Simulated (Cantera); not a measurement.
**Equilibrium for silicon etching in halogen gases: Si + NF3**

A closed system holds: 1 mol Si, a varied amount of NF3, at 875 K and 0.133 bar.

Equilibrium computed with Cantera from the NASA thermochemical tables; the gas is ideal and each condensed phase is pure. Candidate condensed phases: Si, Si3N4; 16 gas species. Rates play no part.

| n(NF3) (mol) | x SiF4 | x F2 | x N2 | x NF3 | x F | x SiF3 | n Si3N4(s) |
|---|---|---|---|---|---|---|---|
| 0.67 | 0.993 | <1e-12 | 0.00659 | <1e-12 | <1e-12 | 2.17e-6 | 0.166 |
| 0.94 | 0.721 | <1e-12 | 0.279 | <1e-12 | <1e-12 | 9.13e-7 | 0.0983 |
| 1.3 | 0.606 | <1e-12 | 0.394 | <1e-12 | <1e-12 | 7.58e-7 | 0.00833 |
| 1.9 | 0.364 | 0.242 | 0.328 | 0.0343 | 0.0322 | <1e-12 | 0 |
| 2.6 | 0.248 | 0.362 | 0.292 | 0.0592 | 0.0394 | <1e-12 | 0 |
| 3.7 | 0.165 | 0.447 | 0.266 | 0.0777 | 0.0438 | <1e-12 | 0 |
| 5.2 | 0.113 | 0.501 | 0.250 | 0.0893 | 0.0463 | <1e-12 | 0 |
| 7.3 | 0.0789 | 0.537 | 0.239 | 0.0969 | 0.0479 | <1e-12 | 0 |
x: gas mole fraction; n: condensed amount in mol.

From 0.67 mol NF3 to 1.3 mol NF3 the condensed part is Si3N4(s). From 1.9 mol NF3 to 7.3 mol NF3 nothing is condensed. The main Si-bearing gas is SiF4 throughout.
